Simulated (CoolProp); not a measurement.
Vapour-liquid equilibrium of carbon dioxide (1) + C2F6 (R116) (2) at 1.43 MPa; x and y are mole fractions of (1).

The numbers come from the multi-fluid Helmholtz-energy mixture model, Span 1996 and Lemmon 2006; pair parameters Bell 2016 in CoolProp.

```json
[
 {"x": "0.05", "bubble temperature, mixture model (°C)": "…", "bubble temperature, Raoult's law (°C)": "-10.9", "y, mixture model": "0.111", "y, Raoult's law": "0.090"},
 {"x": "0.2", "bubble temperature, mixture model (°C)": "-22.2", "bubble temperature, Raoult's law (°C)": "-15.0", "y, mixture model": "…", "y, Raoult's law": "0.320"},
 {"x": "0.35", "bubble temperature, mixture model (°C)": "…", "bubble temperature, Raoult's law (°C)": "-18.6", "y, mixture model": "0.555", "y, Raoult's law": "0.503"},
 {"x": "0.5", "bubble temperature, mixture model (°C)": "…", "bubble temperature, Raoult's law (°C)": "-21.7", "y, mixture model": "0.653", "y, Raoult's law": "0.653"},
 {"x": "0.65", "bubble temperature, mixture model (°C)": "-32.8", "bubble temperature, Raoult's law (°C)": "-24.5", "y, mixture model": "0.719", "y, Raoult's law": "0.777"},
 {"x": "0.8", "bubble temperature, mixture model (°C)": "…", "bubble temperature, Raoult's law (°C)": "-27.0", "y, mixture model": "0.784", "y, Raoult's law": "0.882"},
 {"x": "0.95", "bubble temperature, mixture model (°C)": "…", "bubble temperature, Raoult's law (°C)": "-29.2", "y, mixture model": "0.913", "y, Raoult's law": "0.973"}
]
```

**Question.** Fill in the missing entries.

**Answer.** 
- 0.05, bubble temperature, mixture model (°C): -12.9
- 0.2, y, mixture model: 0.385
- 0.35, bubble temperature, mixture model (°C): -28.3
- 0.5, bubble temperature, mixture model (°C): -31.4
- 0.8, bubble temperature, mixture model (°C): -33.1
- 0.95, bubble temperature, mixture model (°C): -31.6

The largest gap from Raoult's law is -9.7 K in bubble temperature, at x = 0.5. y crosses x between x = 0.65 and 0.8: the model has an azeotrope there.

The pair parameters rest on a limited set of measurements; away from them the model extrapolates.
